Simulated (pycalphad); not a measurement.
## Freezing of Ti-Si alloys with rising Si

Computed with pycalphad from the COST 507 light-alloy database (1999), at 1 atm. These are 1990s assessments: newer ones move some temperatures and phases. Phase fractions are per mole of atoms.

Scheil-Gulliver runs (no diffusion in the solid, steps of 4 K) beside full equilibrium.

```
alloy              liquidus (K)  Scheil, half solid (K)  Scheil, 80 % solid (K)  Scheil, invariant end (K)  liquid left at that end  equilibrium solidus (K)
-----------------  ------------  ----------------------  ----------------------  -------------------------  -----------------------  -----------------------
Ti-2.386Si (wt.%)           ___                     ___    at the invariant end                       1613                      ___                      ___
Ti-3.61Si (wt.%)           1833                    1703    at the invariant end                       1613                     0.38                     1613
Ti-10.05Si (wt.%)          1749    at the invariant end    at the invariant end                       1613                     0.87                     1613
```

Fill in the missing entries.


- Ti-2.386Si (wt.%), liquidus (K): 1871
- Ti-2.386Si (wt.%), Scheil, half solid (K): 1804
- Ti-2.386Si (wt.%), liquid left at that end: 0.24
- Ti-2.386Si (wt.%), equilibrium solidus (K): 1638
